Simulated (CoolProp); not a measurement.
Properties of nitrous oxide along the isotherm -21.85 °C.

The numbers come from the reference Helmholtz-energy equation of state, Lemmon 2006 in CoolProp. It is a short technical equation, of lower accuracy than the large ones.

```tsv
p (bar)	phase	density (kg/m³)	cp (kJ/(kg K))	cv (kJ/(kg K))	speed of sound (m/s)	expansivity (1/kK)
1.58	gas	3.378	0.8440	0.6430	245.9	4.166
2.81	gas	6.079	0.8604	0.6489	244.2	4.326
5	gas	11.06	0.8944	0.6614	241.0	4.646
8.89	gas	20.55	0.9735	0.6908	234.7	5.364
15.8	gas	40.19	1.215	0.7747	221.5	7.483
28.1	liquid	1010	1.945	0.9104	719.0	4.126
50	liquid	1019	1.907	0.9106	739.9	3.895
88.9	liquid	1033	1.853	0.9115	773.8	3.565
158	liquid	1055	1.783	0.9140	826.5	3.142
281	liquid	1086	1.704	0.9198	904.8	2.658
500	liquid	1128	1.627	0.9315	1016	2.164
```
